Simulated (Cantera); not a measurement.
An isothermal, constant-pressure homogeneous reactor starts with NH3 : H2 = 1 : 17 (molar parts), at 1850 K and 20.0 Torr. Integrator tolerance rtol = 1e-08.

Computed with Cantera and the gas-phase N/H chemistry of the illustrative SiF4/NH3 mechanism in the Surface Chemkin manual (1991). Walls and surfaces, which speed up NH3 decomposition in real reactors, are not modelled.

What does this change do: H2 17 to 6 parts?


| quantity | before | after |
|---|---|---|
| x(NH3) at 9.00 s | 0.0159 (gas-phase equilibrium 1.08e-7) | 0.0352 (gas-phase equilibrium 1.58e-7) |
| x(H2) at 9.00 s | 0.964 (gas-phase equilibrium 0.970) | 0.917 (gas-phase equilibrium 0.934) |
| x(NH) at 9.00 s | 1.92e-6 (gas-phase equilibrium 1.47e-10) | 2.49e-6 (gas-phase equilibrium 2.22e-10) |
| x(N2H4) at 9.00 s | 8.84e-11 (gas-phase equilibrium <1e-12) | 2.56e-10 (gas-phase equilibrium <1e-12) |
| x(N2) at 9.00 s | 0.0188 (gas-phase equilibrium 0.0263) | 0.0470 (gas-phase equilibrium 0.0624) |

What does this change do: pressure from 20.0 Torr to 1280 Torr?


| quantity | before | after |
|---|---|---|
| x(NH3) at 9.00 s | 0.0159 (gas-phase equilibrium 1.08e-7) | 0.00243 (gas-phase equilibrium 6.94e-6) |
| x(H2) at 9.00 s | 0.964 (gas-phase equilibrium 0.970) | 0.972 (gas-phase equilibrium 0.973) |
| x(NH) at 9.00 s | 1.92e-6 (gas-phase equilibrium 1.47e-10) | 5.12e-8 (gas-phase equilibrium 1.47e-10) |
| x(N2H4) at 9.00 s | 8.84e-11 (gas-phase equilibrium <1e-12) | 2.31e-11 (gas-phase equilibrium <1e-12) |
| x(N2) at 9.00 s | 0.0188 (gas-phase equilibrium 0.0263) | 0.0252 (gas-phase equilibrium 0.0263) |

What does this change do: pressure from 20.0 Torr to 67.5 Torr?


```csv
quantity,before,after
x(NH3) at 9.00 s,0.0159 (gas-phase equilibrium 1.08e-7),0.00285 (gas-phase equilibrium 3.66e-7)
x(H2) at 9.00 s,0.964 (gas-phase equilibrium 0.970),0.971 (gas-phase equilibrium 0.972)
x(NH) at 9.00 s,1.92e-6 (gas-phase equilibrium 1.47e-10),7.62e-7 (gas-phase equilibrium 1.47e-10)
x(N2H4) at 9.00 s,8.84e-11 (gas-phase equilibrium <1e-12),2.11e-11 (gas-phase equilibrium <1e-12)
x(N2) at 9.00 s,0.0188 (gas-phase equilibrium 0.0263),0.0249 (gas-phase equilibrium 0.0263)
```
